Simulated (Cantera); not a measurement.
Charge: 1 mol Si3N4, 2.6 mol N2O, 370 mol H2, 0.019 mol O2, equilibrated at 10.0 mbar.

Method: chemical equilibrium by Gibbs-energy minimisation in Cantera with the NASA 1993 tables (ideal gas, pure condensed phases). Candidate condensed phases: H2O, Si, SiO2, Si2N2O, Si3N4; 35 gas species. Mutual solubility and eutectic melting of coexisting phases are not modelled. The tables hold silica as quartz up to 1696 K and as liquid above; real silica turns to tridymite and cristobalite and melts near 1996 K. Gases not in the tables: Si2H6 and higher silanes. The numbers say what is thermodynamically allowed, not how fast it happens.

x: gas mole fraction; n: condensed amount in mol.

| T (°C) | x H2 | x H | x N2 | x SiO | n SiO2(β-quartz) | n Si2N2O(s) | n Si(l) |
|---|---|---|---|---|---|---|---|
| 750 | 0.991 | 4.12e-8 | 0.00931 | [?] | 0.757 | 1.12 | 0 |
| 900 | 0.991 | 1.17e-6 | 0.00931 | [?] | 0.755 | 1.12 | 0 |
| 1050 | 0.991 | 1.58e-5 | 0.00932 | [?] | 0.750 | 1.12 | 0 |
| 1200 | 0.988 | 0.000126 | 0.0100 | [?] | 0.464 | 0.839 | 0 |
| 1350 | 0.982 | 0.000685 | 0.0113 | [?] | 0 | 0.354 | 0 |
| 1500 | 0.978 | 0.00281 | 0.0122 | 0.00698 | 0 | 0 | 0.260 |
| 1650 | 0.971 | 0.00928 | 0.0121 | 0.00695 | 0 | 0 | 0 |
| 1800 | 0.954 | 0.0257 | 0.0120 | 0.00690 | 0 | 0 | 0 |
| 1950 | 0.919 | 0.0614 | 0.0118 | 0.00677 | 0 | 0 | 0 |

Question: Complete the blanks.

Answer: 
- 750, x SiO: 2.97e-11
- 900, x SiO: 6.21e-8
- 1050, x SiO: 2.22e-5
- 1200, x SiO: 0.00229
- 1350, x SiO: 0.00606
